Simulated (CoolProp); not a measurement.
Properties of fluorine along the isotherm 150.8 K (Tc = 144.4 K, pc = 52.40 bar, ω = 0.045).

Values from CoolProp's reference Helmholtz-energy equation of state, de Reuck 1990.

| p (bar) | phase | density (kg/m³) | cp (kJ/(kg K)) | cv (kJ/(kg K)) | isothermal compressibility (1/MPa) | fugacity coefficient |
|---|---|---|---|---|---|---|
| 0.249 | gas | 0.7556 | 0.7714 | 0.5513 | 40.22 | 0.9987 |
| 0.375 | gas | 1.139 | 0.7724 | 0.5516 | 26.72 | 0.9980 |
| 0.566 | gas | 1.721 | 0.7739 | 0.5521 | 17.72 | 0.9969 |
| 0.853 | gas | 2.597 | 0.7762 | 0.5529 | 11.78 | 0.9954 |
| 1.29 | gas | 3.937 | 0.7797 | 0.5541 | 7.807 | 0.9930 |
| 1.94 | gas | 5.942 | 0.7849 | 0.5558 | 5.211 | 0.9895 |
| 2.93 | gas | 9.025 | 0.7931 | 0.5585 | 3.470 | 0.9841 |
| 4.42 | gas | 13.73 | 0.8056 | 0.5624 | 2.321 | 0.9761 |
| 6.67 | gas | 21.00 | 0.8253 | 0.5682 | 1.560 | 0.9639 |
| 10.1 | gas | 32.49 | 0.8575 | 0.5770 | 1.054 | 0.9453 |
| 15.2 | gas | 50.59 | 0.9114 | 0.5899 | 0.7279 | 0.9177 |
| 22.9 | gas | 80.75 | 1.013 | 0.6094 | 0.5173 | 0.8762 |
| 34.5 | gas | 135.3 | 1.251 | 0.6421 | 0.3941 | 0.8140 |
| 52.1 | gas | 261.9 | 2.358 | 0.7267 | 0.3934 | 0.7192 |
| 78.6 | supercritical | 787.7 | 3.986 | 0.7673 | 0.1126 | 0.5674 |
